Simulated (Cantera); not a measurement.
Feed: 1 mol toluene, 0.88 mol H2O, 0.11 mol NH3, at 1525 K and 31.0 mbar.

Cantera equilibrium calculation (NASA polynomials, part measured and part estimated; ideal gas, pure solids and liquids). Candidate condensed phases: C, C6H6, C7H8, C8H18, H2O; 136 gas species. The numbers say what is thermodynamically allowed, not how fast it happens.

Base state: H2 0.843, CO 0.147, N2 0.00914, H 0.000123, HCN 0.000110, CH4 5.03e-5, C2H2 (acetylene) 1.02e-5 (mole fractions); condensed: C(graphite).

### Question
What changes in the equilibrium state with this change: H2O from 0.88 to 0.024 mol?

### Answer
| species | before | after |
|---|---|---|
| H2 | 0.843 | 0.981 |
| N2 | 0.00914 | 0.0128 |
| CO | 0.147 | 0.00562 |
| CH4 | 5.03e-5 | 6.81e-5 |
| HCN | 0.000110 | 0.000141 |
| C(graphite), mol | 6.12 | 6.97 |

### Question
What changes in the equilibrium state with this change: H2O from 0.88 to 0.19 mol?

### Answer
```json
[
 {"species": "H2", "before": "0.843", "after": "0.946"},
 {"species": "CO", "before": "0.147", "after": "0.0413"},
 {"species": "N2", "before": "0.00914", "after": "0.0119"},
 {"species": "CH4", "before": "5.03e-5", "after": "6.34e-5"},
 {"species": "HCN", "before": "0.000110", "after": "0.000133"},
 {"species": "C(graphite), mol", "before": "6.12", "after": "6.81"}
]
```
